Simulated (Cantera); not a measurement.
Cantera with NASA thermochemical tables; ideal gases at 1 bar, condensed phases pure. Values are per mole of reaction as written; species without (g) are pure solids or liquids, kept so even where they would boil at 1 bar.

Question: Between 2298 and 2448 K, where is each reaction favourable under standard conditions?
- NbO₂(g) + H₂(g) → 2 OH(g) + Nb

Answer: 
- NbO₂(g) + H₂(g) → 2 OH(g) + Nb: ΔG° is 262 kJ at 2298 K and 260 kJ at 2448 K; it stays positive (K < 1). ΔH° is 295 kJ and ΔS° 14 J/K at 2448 K.
